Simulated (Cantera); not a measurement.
Input: 1 mol Hg, 5.9 mol H2, held at 1880 Torr.

Equilibrium computed with Cantera from the NASA thermochemical tables; the gas is ideal and each condensed phase is pure. Candidate condensed phases: Hg; 3 gas species. Kinetics and transport are ignored. All values below are at 825 °C.

Base state: H2 0.855, Hg 0.145 (mole fractions); condensed: gas only.

Question: What changes in the equilibrium state with this change: Hg replaced by PbO?

Answer: 
| species | before | after |
|---|---|---|
| H2 | 0.855 | 0.830 |
| H2O | 0 | 0.169 |
| Pb | 0 | 4.67e-5 |
| Hg | 0.145 | 0 |
| Pb(l), mol | 0 | 1.000 |
Further candidate phases: H2O, Pb, PbO, PbO2, Pb3O4.
